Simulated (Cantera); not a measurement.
Input: 1 mol CH₃SiCl₃, 0.022 mol HCl, 6 mol H₂, equilibrated at 973 K and 0.100 bar.

These are equilibrium values from Cantera (NASA tables, ideal gas, pure condensed phases), not measurements of a reactor. Candidate condensed phases: C, C₆H₆, C₇H₈, C₈H₁₈, Si, SiC; 109 gas species. The feed counts by its element totals alone. The tables' values for SiCl₃ are old estimates; treat these amounts as uncertain. Rates play no part.

Base state: H₂ 0.823, HCl 0.103, SiCl₄ 0.0618, CH₄ 0.00871, SiHCl₃ 0.00277, SiCl₃ 0.000117, SiH₂Cl₂ 1.29e-5 (mole fractions); condensed: C(graphite) + SiC(s).

**Question.** What changes in the equilibrium state with this change: HCl from 0.022 to 4.7 mol?

**Answer.** 
| species | before | after |
|---|---|---|
| H₂ | 0.823 | 0.622 |
| HCl | 0.103 | 0.294 |
| SiCl₄ | 0.0618 | 0.0782 |
| SiH₂Cl₂ | 1.29e-5 | 1.16e-6 |
| SiHCl₃ | 0.00277 | 0.000930 |
| SiCl₃ | 0.000117 | 4.54e-5 |
| C(graphite), mol | 0.471 | 0.937 |
| SiC(s), mol | 0.456 | 0 |

**Question.** What changes in the equilibrium state with this change: pressure from 0.100 bar to 0.280 bar?

**Answer.** 
```json
[
 {"species": "H₂", "before": "0.823", "after": "0.821"},
 {"species": "HCl", "before": "0.103", "after": "0.0819"},
 {"species": "SiCl₄", "before": "0.0618", "after": "0.0684"},
 {"species": "CH₄", "before": "0.00871", "after": "0.0243"},
 {"species": "SiH₂Cl₂", "before": "1.29e-5", "after": "2.27e-5"},
 {"species": "SiHCl₃", "before": "0.00277", "after": "0.00385"},
 {"species": "C(graphite), mol", "before": "0.471", "after": "0.395"},
 {"species": "SiC(s), mol", "before": "0.456", "after": "0.405"}
]
```
